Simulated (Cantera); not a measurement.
Cantera run, input and output.

```python
import numpy as np
import cantera as ct

gas = ct.Solution("h2o2.yaml")
gas.TPX = 648, 22000, {'H2': 1, 'O2': 0.227, 'N2': 0.855}
flame = ct.FreeFlame(gas, width=0.12)
flame.set_refine_criteria(ratio=3, slope=0.08, curve=0.16)
flame.transport_model = "mixture-averaged"
flame.solve(loglevel=0, auto=True)
z, T = flame.grid, flame.T
thick = (T[-1] - T[0]) / np.gradient(T, z).max()
show = ['H2', 'O2', 'H', 'O', 'HO2', 'H2O']
print(f"laminar burning velocity  {flame.velocity[0] * 100:.3f} cm/s")
print(f"burnt temperature         {T[-1]:.1f} K")
print(f"thermal thickness         {thick * 1e3:.4f} mm")
print(f"grid points               {len(z)}")
z0 = z[flame.heat_release_rate.argmax()]
print(f"{'z/mm':>9s}{'T/K':>9s}{'u/(m/s)':>9s}" + "".join(f"{s:>11s}" for s in show))
rows = []
for k in (-3, -2, -1.5, -1, -0.5, -0.25, 0, 0.25, 0.5, 1, 2, 4, 8):
    zz = z0 + k * thick
    rows.append([k * thick, np.interp(zz, z, T), np.interp(zz, z, flame.velocity),
                 *(np.interp(zz, z, flame.X[gas.species_index(s)]) for s in show)])
    print(f"{rows[-1][0] * 1e3:9.3f}{rows[-1][1]:9.1f}{rows[-1][2]:9.3f}" + "".join(f"{x:11.3e}" for x in rows[-1][3:]))
```

Output:

```
laminar burning velocity  846.134 cm/s
burnt temperature         2242.9 K
thermal thickness         3.3537 mm
grid points               143
     z/mm      T/K  u/(m/s)         H2         O2          H          O        HO2        H2O
  -10.061    648.0    8.461  4.803e-01  1.090e-01  4.017e-14  5.083e-16  2.016e-12  1.926e-14
   -6.707    648.0    8.461  4.803e-01  1.090e-01  4.416e-11  4.889e-13  1.500e-10  5.516e-12
   -5.031    648.0    8.461  4.803e-01  1.090e-01  3.395e-09  3.274e-11  6.788e-09  2.531e-10
   -3.354    648.0    8.462  4.803e-01  1.090e-01  9.928e-07  8.646e-09  1.127e-06  1.176e-07
   -1.677    659.7    8.601  4.783e-01  1.088e-01  7.191e-04  1.241e-05  5.332e-05  7.666e-04
   -0.838    781.4   10.073  4.536e-01  1.047e-01  1.264e-02  2.919e-04  3.691e-05  1.229e-02
    0.000   1132.1   14.248  3.205e-01  5.956e-02  8.235e-02  3.988e-03  1.524e-05  1.066e-01
    0.838   1372.4   17.140  2.219e-01  6.377e-03  1.264e-01  2.586e-03  1.625e-06  2.107e-01
    1.677   1462.8   18.165  2.179e-01  1.047e-03  1.218e-01  1.619e-03  2.497e-07  2.228e-01
    3.354   1565.6   19.298  2.267e-01  6.817e-04  1.077e-01  1.503e-03  1.493e-07  2.247e-01
    6.707   1682.9   20.560  2.376e-01  5.633e-04  9.081e-02  1.313e-03  1.145e-07  2.266e-01
   13.415   1807.0   21.862  2.489e-01  4.129e-04  7.273e-02  1.012e-03  8.173e-08  2.293e-01
   26.830   1926.8   23.088  2.598e-01  2.643e-04  5.516e-02  6.767e-04  5.481e-08  2.324e-01
```

Model: the H2/O2 subset of GRI-Mech 3.0, which has no nitrogen chemistry, integrated in Cantera. Burning velocities carry a grid error of a few per cent, more on coarse grids.
